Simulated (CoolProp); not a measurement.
Aqueous calcium chloride as a coolant, at 21 °C, 1 atm.

Values from CoolProp's Melinder's fits for secondary coolants.

```tsv
mass %	freezing point (°C)	density (kg/m³)	viscosity (mPa s)	conductivity (W/(m K))	Prandtl number
2.4	-1.1	1017	1.04	0.597	7.06
4.9	-2.3	1039	1.11	0.595	7.27
7.5	-3.9	1062	1.18	0.591	7.51
10	-5.8	1086	1.27	0.588	7.78
12.6	-8.3	1110	1.38	0.585	8.16
15.1	-11.2	1134	1.51	0.582	8.65
17.7	-14.6	1158	1.68	0.579	9.33
20.2	-18.6	1182	1.89	0.576	10.2
22.8	-23.7	1207	2.16	0.572	11.3
25.4	-30.2	1233	2.51	0.569	12.9
27.9	-38.6	1258	2.93	0.565	14.7
```
